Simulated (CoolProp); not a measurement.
Cyclopentane along the isobar 5360 kPa: Z from the reference equation and from simpler models built on Tc = 238.6 °C, pc = 4583 kPa, ω = 0.202; each cubic takes its own stable root.

Values from CoolProp's reference Helmholtz-energy equation of state, Gedanitz 2015.

| T (°C) | phase | reference |
|---|---|---|
| -17.75 | liquid | 0.2255 |
| -7.95 | liquid | 0.2197 |
| 1.85 | liquid | 0.2143 |
| 11.75 | liquid | 0.2094 |
| 21.55 | liquid | 0.2049 |
| 31.45 | liquid | 0.2008 |
| 41.25 | liquid | 0.1970 |
| 51.05 | liquid | 0.1937 |
| 60.95 | liquid | 0.1905 |
| 70.75 | liquid | 0.1878 |
| 80.55 | liquid | 0.1853 |
| 90.45 | liquid | 0.1831 |
| 100.25 | liquid | 0.1811 |
| 110.15 | liquid | 0.1795 |
| 119.95 | liquid | 0.1781 |
| 129.75 | liquid | 0.1770 |

How far does each simpler model (van der Waals, Redlich-Kwong, Soave-Redlich-Kwong, Peng-Robinson) lie from the reference over these 16 states: mean and median of the absolute difference, and the worst?


- van der Waals: mean 53.9 %, median 53.9 %, worst +56.0 % at -17.75 °C and 5360 kPa
- Redlich-Kwong: mean 6.7 %, median 6.4 %, worst +8.6 % at 129.75 °C and 5360 kPa
- Soave-Redlich-Kwong: mean 4.4 %, median 4.3 %, worst +5.5 % at 129.75 °C and 5360 kPa
- Peng-Robinson: mean 7.4 %, median 7.5 %, worst -7.7 % at 60.95 °C and 5360 kPa
